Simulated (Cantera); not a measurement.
A perfectly stirred reactor is fed with CH₄ : N₂ = 1 : 41 (molar parts), at 0.0263 atm; it is held at 1550 K, and followed from long to short residence time.

Computed with Cantera and GRI-Mech 3.0 (53 species, 325 reactions). GRI-Mech 3.0 stops at C3 and has no aromatics, soot or wall deposition, so with more carbon than oxygen in the feed, carbon stays in small species such as C2H2 where larger ones or solid carbon would form. Radical loss at walls, strong at low pressure, is not modelled.

Q: What does this change do: N2 41 to 64 parts?

A: 
```
quantity                 before     after
---------------------  --------  --------
x(CH₄) at τ = 24.0 s    0.00427   0.00279
x(HCN) at τ = 24.0 s    2.41e-6   3.01e-6
x(C₂H) at τ = 24.0 s    1.72e-8   1.38e-8
x(CH₃) at τ = 24.0 s    6.09e-5   4.89e-5
x(H) at τ = 24.0 s      2.04e-5   1.63e-5
x(CH₄) at τ = 33.0 ms    0.0238    0.0154
x(HCN) at τ = 33.0 ms  1.72e-12  1.60e-12
x(C₂H) at τ = 33.0 ms  1.63e-12    <1e-12
x(CH₃) at τ = 33.0 ms   3.53e-5   2.26e-5
x(H) at τ = 33.0 ms     5.69e-8   4.93e-8
```

Q: What does this change do: temperature 1550 to 1225 K?

A: 
```
quantity                 before     after
---------------------  --------  --------
x(CH₄) at τ = 24.0 s    0.00427    0.0238
x(HCN) at τ = 24.0 s    2.41e-6    <1e-12
x(C₂H) at τ = 24.0 s    1.72e-8    <1e-12
x(CH₃) at τ = 24.0 s    6.09e-5   2.25e-6
x(H) at τ = 24.0 s      2.04e-5  2.42e-10
x(CH₄) at τ = 33.0 ms    0.0238    0.0238
x(HCN) at τ = 33.0 ms  1.72e-12    <1e-12
x(C₂H) at τ = 33.0 ms  1.63e-12    <1e-12
x(CH₃) at τ = 33.0 ms   3.53e-5   1.33e-8
x(H) at τ = 33.0 ms     5.69e-8  4.16e-11
```
